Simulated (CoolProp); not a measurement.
Vapour-liquid equilibrium of dimethyl carbonate (1) + cyclohexane (2) at 489.5 K; x and y are mole fractions of (1).

Computed with CoolProp (multi-fluid Helmholtz-energy mixture model, Zhou 2011 and Zhou 2014; pair parameters Bell 2016).

Task: Give the bubble pressure and the first vapour's composition at x = 0.05, 0.2, 0.35. Is there an azeotrope?

Result: x = 0.05: 18.42 bar, y = 0.087; x = 0.2: 20.71 bar, y = 0.268; x = 0.35: 21.85 bar, y = 0.394. y crosses x between x = 0.5 and 0.65: the model has an azeotrope there.

Pair parameters are fitted to limited data, so mixtures are less certain than the pure fluids.
